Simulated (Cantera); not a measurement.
Feed: 1 mol Pb, 2.1 mol CO₂, 300 mol H₂, held at 10000 Pa.

Cantera equilibrium calculation (NASA polynomials, part measured and part estimated; ideal gas, pure solids and liquids). Candidate condensed phases: C, C₆H₆, C₇H₈, C₈H₁₈, H₂O, Pb, PbO, PbO₂, Pb₃O₄; 113 gas species. Kinetics and transport are ignored.

Task: Which condensed phases are stable at each of these points (T (°C)): 725, 775, 825, 875, 925, 975, 1025, 1075, 1125, 1175, 1225, 1275, 1325, 1375?

Result: 
```tsv
T (°C)	condensed phases	Pb condensed (%)
725	Pb(l)	95.3
775	Pb(l)	86.5
825	Pb(l)	64.7
875	Pb(l)	15.1
925	gas only	0.0
975	gas only	0.0
1025	gas only	0.0
1075	gas only	0.0
1125	gas only	0.0
1175	gas only	0.0
1225	gas only	0.0
1275	gas only	0.0
1325	gas only	0.0
1375	gas only	0.0
```

From 725 °C to 875 °C the condensed part is Pb(l). From 925 °C to 1375 °C nothing is condensed.
